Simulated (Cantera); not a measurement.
Input: 1 mol MgO, 0.059 mol SO3, 3.8 mol N2, equilibrated at 1898 K and 3.10 bar.

Method: chemical equilibrium by Gibbs-energy minimisation in Cantera with the NASA 1993 tables (ideal gas, pure condensed phases). Candidate condensed phases: Mg, MgO, MgS, MgSO4, S; 22 gas species. The numbers say what is thermodynamically allowed, not how fast it happens.

Base state: N2 0.977, SO2 0.0152, O2 0.00699, NO 0.00116, SO3 1.70e-5, O 1.39e-5 (mole fractions); condensed: MgO(s).

### Question
What changes in the equilibrium state with this change: SO3 from 0.059 to 2.9 mol?

### Answer
| species | before | after |
|---|---|---|
| N2 | 0.977 | 0.465 |
| SO2 | 0.0152 | 0.354 |
| O2 | 0.00699 | 0.175 |
| SO3 | 1.70e-5 | 0.00198 |
| NO2 | 7.73e-7 | 1.33e-5 |
| O | 1.39e-5 | 6.97e-5 |
| SO | 5.77e-6 | 2.70e-5 |
| MgO(s), mol | 1.00 | 1.00 |

### Question
What changes in the equilibrium state with this change: temperature from 1898 K to 1198.15 K?

### Answer
| species | before | after |
|---|---|---|
| N2 | 0.977 | 0.983 |
| SO2 | 0.0152 | 0.0113 |
| O2 | 0.00699 | 0.00564 |
| O | 1.39e-5 | 1.03e-9 |
| NO | 0.00116 | 3.53e-5 |
| SO3 | 1.70e-5 | 0.000391 |
| MgO(s), mol | 1.00 | 0.986 |
| MgSO4(s), mol | 0 | 0.0137 |
Mutual solubility and eutectic melting of coexisting phases are not modelled.
